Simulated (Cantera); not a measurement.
A freely propagating, adiabatic, planar premixed flame of C₃H₈ : O₂ : N₂ = 1 : 3.33 : 9.67 (molar parts), unburnt at 348 K and 101000 Pa; mixture-averaged transport, grid criteria slope 0.08 and curve 0.16, no radiation.

Cantera simulation using GRI-Mech 3.0 (53 species, 325 reactions); the numbers are that mechanism's predictions, not measurements. GRI-Mech 3.0 was tuned for natural gas; its chemistry of propane as a main component is partial and can be far from experiment. Burning velocities carry a grid error of a few per cent, more on coarse grids.

Question: Predict: laminar burning velocity; thermal thickness; peak x(C₂H); peak x(CH₂CO); peak x(H).

Answer: 
* **laminar burning velocity**: 50.5 cm/s
* **thermal thickness**: 0.351 mm
* **peak x(C₂H)**: 1.06e-5
* **peak x(CH₂CO)**: 0.00219
* **peak x(H)**: 0.00844
